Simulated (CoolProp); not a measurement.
Vapour-liquid equilibrium of CF4 (R14) (1) + CHF3 (R23) (2) at -75.95 °C; x and y are mole fractions of (1).

Values from CoolProp's multi-fluid Helmholtz-energy mixture model, Platzer 1990 and Penoncello 2003; pair parameters Bell 2016. This equation is an older, rougher fit; its heat capacities, sound speeds and derivatives of the liquid may be far off and weren't checked against measurements.

Q: Give the bubble pressure and the first vapour's composition at x = 0.35, 0.425, 0.65. Is there an azeotrope?

A: x = 0.35: 9.268 bar, y = 0.858; x = 0.425: 9.936 bar, y = 0.871; x = 0.65: 11.35 bar, y = 0.900. No azeotrope shows between x = 0.05 and 0.95.

The pair parameters rest on a limited set of measurements; away from them the model extrapolates. With so large a gap from Raoult's law the liquid may split in two, which this calculation doesn't test in full.
